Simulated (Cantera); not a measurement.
A perfectly stirred reactor is fed with 10.9 % CO, 3.47 % H₂, 1.95 % CH₄, 17.6 % O₂, 66.1 % N₂, equivalence ratio 0.63, at 0.987 atm; it is adiabatic with a 600 K inlet, and is followed from long to short residence time, starting on the burning branch (τ in s: 0.19, 0.055, 0.016, 0.0048, 0.0014, 0.00041, 0.00012, 3.5e-05, 1e-05, 3e-06).

Computed with Cantera and GRI-Mech 3.0 (53 species, 325 reactions).

### Question
Predict: blow-out, bracketed by the residence times tried; x(CO) at τ = 0.190 s; x(H₂) at τ = 0.190 s; x(CH₄) at τ = 0.190 s; x(CH₂) at τ = 0.190 s; x(OH) at τ = 0.190 s; x(CO) at τ = 0.410 ms; x(H₂) at τ = 0.410 ms; x(CH₄) at τ = 0.410 ms; x(CH₂) at τ = 0.410 ms; x(OH) at τ = 0.410 ms.

### Answer
```json
{
  "blow_out_bracketed_by_the_residence_times_tried": "burning at 0.120 ms, out at 35.0 µs",
  "x(CO) at τ = 0.190 s": "0.00236",
  "x(H₂) at τ = 0.190 s": "0.000264",
  "x(CH₄) at τ = 0.190 s": "5.86e-7",
  "x(CH₂) at τ = 0.190 s": "6.35e-9",
  "x(OH) at τ = 0.190 s": "0.00270",
  "x(CO) at τ = 0.410 ms": "0.0311",
  "x(H₂) at τ = 0.410 ms": "0.00371",
  "x(CH₄) at τ = 0.410 ms": "5.58e-5",
  "x(CH₂) at τ = 0.410 ms": "2.95e-7",
  "x(OH) at τ = 0.410 ms": "0.00683"
}
```
